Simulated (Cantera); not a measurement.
Input (Python, Cantera):

```python
import numpy as np
import cantera as ct

gas = ct.Solution("gri30.yaml")


def delay(T, t_max=10):
    gas.TPX = T, 31000, {'CH3OH': 1, 'O2': 2.31, 'N2': 8.68}
    reactor = ct.IdealGasConstPressureReactor(gas, clone=False)
    net = ct.ReactorNet([reactor])
    net.rtol, net.atol = 1e-8, 1e-16
    while net.time < t_max:
        t_old, T_old = net.time, reactor.T
        net.step()
        if reactor.T > T + 400:  # ignition: a rise of 400 K
            return t_old + (T + 400 - T_old) / (reactor.T - T_old) * (net.time - t_old)
    return np.nan


taus = []
for T in [1173, 1248, 1323, 1398, 1473, 1548, 1623, 1698]:
    taus.append(delay(T))
    print(f"T0 = {T:6g} K   tau = {taus[-1]:.4e} s")
```

Result:

```
T0 =   1173 K   tau = 4.8294e-02 s
T0 =   1248 K   tau = 1.4659e-02 s
T0 =   1323 K   tau = 5.2382e-03 s
T0 =   1398 K   tau = 2.1635e-03 s
T0 =   1473 K   tau = 1.0133e-03 s
T0 =   1548 K   tau = 5.2654e-04 s
T0 =   1623 K   tau = 2.9703e-04 s
T0 =   1698 K   tau = 1.7862e-04 s
```

Model: GRI-Mech 3.0 (53 species, 325 reactions), integrated in Cantera. GRI-Mech 3.0 was tuned for natural gas; its chemistry of methanol as a main component is partial and can be far from experiment.
